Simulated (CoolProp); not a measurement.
Vapour-liquid equilibrium of dimethyl ether (1) + chloromethane (R40) (2) at 264.7 K; x and y are mole fractions of (1).

Model: multi-fluid Helmholtz-energy mixture model, Wu 2011 and Thol 2014; pair parameters Bell 2016, in CoolProp.

```csv
x,bubble pressure (MPa),y at the bubble point,dew pressure at overall composition x (MPa),liquid density (mol/L)
0.05,0.1887,0.043,___,___
0.125,0.1864,___,0.1860,18.79
0.2,0.1846,0.183,0.1842,18.47
0.275,0.1832,0.260,0.1829,18.17
0.35,0.1822,0.340,0.1822,17.86
0.425,0.1818,0.423,0.1818,17.57
0.5,0.1819,0.506,0.1819,17.28
0.575,0.1826,0.589,0.1825,16.99
0.65,0.1838,___,0.1835,16.71
0.725,0.1856,0.750,0.1850,16.44
0.8,0.1879,0.825,0.1871,___
0.875,0.1907,0.895,0.1898,15.90
0.95,0.1939,0.960,0.1933,15.63
```

Question: Complete the blanks.

Answer: 
- 0.05, dew pressure at overall composition x (MPa): 0.1884
- 0.05, liquid density (mol/L): 19.11
- 0.125, y at the bubble point: 0.111
- 0.65, y at the bubble point: 0.671
- 0.8, liquid density (mol/L): 16.16

y crosses x between x = 0.425 and 0.5: the model has an azeotrope there.

The pair parameters rest on a limited set of measurements; away from them the model extrapolates.
